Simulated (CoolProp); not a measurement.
A single-stage vapour-compression cycle with the fluid: evaporating at 285.15 K (dew point), condensing at 351.15 K (bubble point), superheat 0 K, subcooling 0 K, compressor efficiency 0.65, no pressure losses. The same conditions are run with several fluids, on thermodynamics alone (safety and materials aside).

Model: reference Helmholtz-energy equation of state of each fluid (R245ca: Zhou 2016; cyclopropane: Polt 1992; n-perfluoropentane: Gao 2022; propylene: Lemmon 2013; R1336mzz(Z): McLinden 2020; R11: Jacobsen 1992), in CoolProp. The equations of Platzer and Polt are older, rougher fits.

```csv
fluid,cooling COP,pressure ratio,discharge temperature (K),refrigerating effect (kJ/kg),volumetric capacity (kJ/m³)
R245ca,1.94,9.20,358.0,118,404
cyclopropane,1.97,4.85,389.1,259,2570
n-perfluoropentane,1.03,8.83,351.1,23.6,152
propylene,1.45,4.36,378.7,158,2730
R1336mzz(Z),1.85,9.49,351.1,90.8,278
R11,2.21,7.60,386.5,126,492
```

The compression ends wet for: n-perfluoropentane; R1336mzz(Z).
